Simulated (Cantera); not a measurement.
An isothermal, constant-pressure homogeneous reactor starts with NO : N2 = 1 : 11 (molar parts), at 2098 K and 0.780 bar. Integrator tolerance rtol = 1e-08.

Cantera simulation using GRI-Mech 3.0 (53 species, 325 reactions); the numbers are that mechanism's predictions, not measurements.

```json
[
 {"quantity": "x(NO) at 5.00 s", "before": "0.00514 (gas-phase equilibrium 0.00473)", "after": "0.0104 (gas-phase equilibrium 0.0102)"},
 {"quantity": "x(NO2) at 5.00 s", "before": "2.88e-6 (gas-phase equilibrium 2.65e-6)", "after": "1.42e-5 (gas-phase equilibrium 1.40e-5)"},
 {"quantity": "x(O) at 5.00 s", "before": "0.000308 (gas-phase equilibrium 0.000309)", "after": "0.000753 (gas-phase equilibrium 0.000753)"},
 {"quantity": "x(N2) at 5.00 s", "before": "0.956 (gas-phase equilibrium 0.956)", "after": "0.756 (gas-phase equilibrium 0.756)"},
 {"quantity": "x(O2) at 5.00 s", "before": "0.0389 (gas-phase equilibrium 0.0391)", "after": "0.232 (gas-phase equilibrium 0.232)"},
 {"quantity": "x(N2O) at 5.00 s", "before": "2.58e-7 (gas-phase equilibrium 2.57e-7)", "after": "4.96e-7 (gas-phase equilibrium 4.95e-7)"}
]
```

Name the change that produced these shifts.
(A) temperature 2098 to 1625 K
(B) N2 11 to 1.1 parts
(C) NO 1 to 2.7 parts
(D) pressure from 0.780 bar to 97.5 Torr

B, N2 11 to 1.1 parts
